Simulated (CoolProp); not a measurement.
500 sccm (0 °C, 1 atm) of nitrogen bubbles through liquid ethanol at 317.3 K and leaves saturated at a total pressure of 0.15 MPa (ideal gas phase). Each further row changes one setting.

Computed with CoolProp (reference Helmholtz-energy equation of state, Schroeder 2014).

```json
[
 {"case": "as stated", "vapour pressure (kPa)": "22.1", "mole fraction of vapour": "0.147", "delivery (mg/min)": "177", "delivery (sccm)": "86.3", "change of delivery for a bath 1 K warmer (%)": "6.0"},
 {"case": "bath temperature 322.3 K", "vapour pressure (kPa)": "28.2", "mole fraction of vapour": "0.188", "delivery (mg/min)": "238", "delivery (sccm)": "116", "change of delivery for a bath 1 K warmer (%)": "6.1"},
 {"case": "total pressure 0.3 MPa", "vapour pressure (kPa)": "22.1", "mole fraction of vapour": "0.0736", "delivery (mg/min)": "81.6", "delivery (sccm)": "39.7", "change of delivery for a bath 1 K warmer (%)": "5.5"}
]
```
